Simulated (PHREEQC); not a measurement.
Make-up at 74 °C: 0.19 mol CaCl2, 8.8e-05 mol Na2SO4, 0.00049 mol H4SiO4 and 0.049 mol K2HPO4 per kg of water. Closed to the air; pH follows from the charge balance.

Computed with PHREEQC (ion-association model, phreeqc.dat).

```yaml
pH: 7.12
ionic_strength: 0.551 mol/kgw
activity_of_water: 0.989
specific_conductance: 76700 µS/cm
density: 0.999 g/cm³
total_alkalinity: 49.0 meq/kg
```

```tsv
species	molality	activity	log γ
Cl-	0.380	0.234	-0.210
Ca+2	0.148	0.0330	-0.652
K+	0.0978	0.0597	-0.215
CaHPO4	0.0350	0.0397	0.055
HPO4-2	0.00553	0.000999	-0.743
CaPO4-	0.00416	0.00276	-0.178
CaH2PO4+	0.00273	0.00181	-0.178
H2PO4-	0.00144	0.000956	-0.178
H4SiO4	0.000484	0.000549	0.055
Na+	0.000176	0.000121	-0.162
KHPO4-	0.000175	0.000116	-0.178
CaSO4	4.39e-5	4.98e-5	0.055
SO4-2	3.60e-5	6.19e-6	-0.765
```

This is a speciation only: nothing precipitates in the calculation. The solution is supersaturated, for example in Hydroxyapatite, Quartz (slow to form), so a real one may precipitate; this is no full list. Complexes and solids missing from the database can't appear. Away from 25 °C the constants follow the database's enthalpies or fits; those with neither stay at their 25 °C values.
